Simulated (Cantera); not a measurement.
Input: 1 mol (CH3)2SiCl2, 0.76 mol HCl, 36 mol H2, 0.078 mol C2H2, at 2298.15 K and 1.30 mbar.

Method: chemical equilibrium by Gibbs-energy minimisation in Cantera with the NASA 1993 tables (ideal gas, pure condensed phases). Candidate condensed phases: C, C6H6, C7H8, C8H18, Si, SiC; 109 gas species. The feed counts by its element totals alone. The tables' values for SiCl are old estimates; treat these amounts as uncertain. Rates play no part.

Base state: H2 0.696, H 0.222, HCl 0.0470, Si 0.0176, Cl 0.0108, C2H2 (acetylene) 0.00298, SiC2 0.00241, SiCl 0.000303 (mole fractions); condensed: C(graphite).

**Question.** What changes in the equilibrium state with this change: pressure from 1.30 mbar to 0.100 bar?

**Answer.** 
```csv
species,before,after
H2,0.696,0.900
HCl,0.0470,0.0626
H,0.222,0.0288
Si,0.0176,0.00131
Cl,0.0108,0.00144
CH4,1.35e-7,1.74e-5
C3,1.24e-5,1.62e-7
SiC2,0.00241,0.000180
CH3,8.11e-7,1.05e-5
"C(graphite), mol",1.63,0.948
"SiC(s), mol",0,0.865
```
Gases not in the tables: Si2H6 and higher silanes.

**Question.** What changes in the equilibrium state with this change: pressure from 1.30 mbar to 5.00 mbar?

**Answer.** 
| species | before | after |
|---|---|---|
| H2 | 0.696 | 0.794 |
| H | 0.222 | 0.121 |
| HCl | 0.0470 | 0.0542 |
| Cl | 0.0108 | 0.00594 |
| Si | 0.0176 | 0.0167 |
| SiCl2 | 0.000139 | 0.000592 |
| SiH2 | 8.03e-6 | 3.35e-5 |
| C3 | 1.24e-5 | 3.23e-6 |
| Si2C | 0.000248 | 0.000863 |
| Si2 | 8.42e-6 | 2.94e-5 |
| C(graphite), mol | 1.63 | 1.61 |
Gases not in the tables: Si2H6 and higher silanes.
